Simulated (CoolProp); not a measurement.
Properties of n-hexane along the isotherm 274.4 K (Tc = 507.8 K, pc = 3.044 MPa, ω = 0.300).

The numbers come from the reference Helmholtz-energy equation of state, Thol 2019 in CoolProp.

| p (MPa) | phase | cp (kJ/(kg K)) | isothermal compressibility (1/MPa) | expansivity (1/kK) | fugacity coefficient |
|---|---|---|---|---|---|
| 1.9 | liquid | 2.176 | 0.001330 | 1.281 | 0.003752 |
| 3.81 | liquid | 2.173 | 0.001294 | 1.259 | 0.002081 |
| 5.71 | liquid | 2.170 | 0.001261 | 1.239 | 0.001543 |
| 7.61 | liquid | 2.167 | 0.001230 | 1.220 | 0.001286 |
| 9.51 | liquid | 2.164 | 0.001200 | 1.202 | 0.001143 |
| 11.4 | liquid | 2.161 | 0.001172 | 1.185 | 0.001058 |
| 13.3 | liquid | 2.159 | 0.001146 | 1.168 | 0.001007 |
| 15.2 | liquid | 2.156 | 0.001121 | 1.152 | 0.0009782 |
